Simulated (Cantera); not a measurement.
## Thermodynamics of chlorosilane synthesis and conversion, feed SiCl4 + Cl2 + H2

A closed system holds: 1 mol SiCl4, 0.8 mol Cl2, a varied amount of H2, at 675 K and 4.40 bar.

Cantera equilibrium calculation (NASA polynomials, part measured and part estimated; ideal gas, pure solids and liquids). Candidate condensed phases: Si; 19 gas species. Rates play no part.

```json
[
 {"n(H2) (mol)": "0.72", "x H2": "<1e-12", "x HCl": "0.571", "x SiCl4": "0.397", "x Cl2": "0.0317"},
 {"n(H2) (mol)": "1.9", "x H2": "0.297", "x HCl": "0.432", "x SiCl4": "0.270", "x Cl2": "<1e-12"},
 {"n(H2) (mol)": "3.1", "x H2": "0.469", "x HCl": "0.327", "x SiCl4": "0.204", "x Cl2": "<1e-12"},
 {"n(H2) (mol)": "4.4", "x H2": "0.581", "x HCl": "0.258", "x SiCl4": "0.161", "x Cl2": "<1e-12"},
 {"n(H2) (mol)": "5.6", "x H2": "0.649", "x HCl": "0.216", "x SiCl4": "0.135", "x Cl2": "<1e-12"},
 {"n(H2) (mol)": "6.8", "x H2": "0.698", "x HCl": "0.186", "x SiCl4": "0.116", "x Cl2": "<1e-12"},
 {"n(H2) (mol)": "8", "x H2": "0.735", "x HCl": "0.163", "x SiCl4": "0.102", "x Cl2": "<1e-12"},
 {"n(H2) (mol)": "9.2", "x H2": "0.764", "x HCl": "0.146", "x SiCl4": "0.0908", "x Cl2": "<1e-12"},
 {"n(H2) (mol)": "10", "x H2": "0.780", "x HCl": "0.136", "x SiCl4": "0.0847", "x Cl2": "<1e-12"},
 {"n(H2) (mol)": "12", "x H2": "0.812", "x HCl": "0.116", "x SiCl4": "0.0724", "x Cl2": "<1e-12"},
 {"n(H2) (mol)": "13", "x H2": "0.824", "x HCl": "0.108", "x SiCl4": "0.0675", "x Cl2": "<1e-12"},
 {"n(H2) (mol)": "14", "x H2": "0.835", "x HCl": "0.101", "x SiCl4": "0.0632", "x Cl2": "<1e-12"},
 {"n(H2) (mol)": "15", "x H2": "0.845", "x HCl": "0.0953", "x SiCl4": "0.0595", "x Cl2": "<1e-12"}
]
```
x: gas mole fraction; nothing condenses.

From 0.72 mol H2 to 15 mol H2 nothing is condensed. The main Si-bearing gas is SiCl4 throughout.
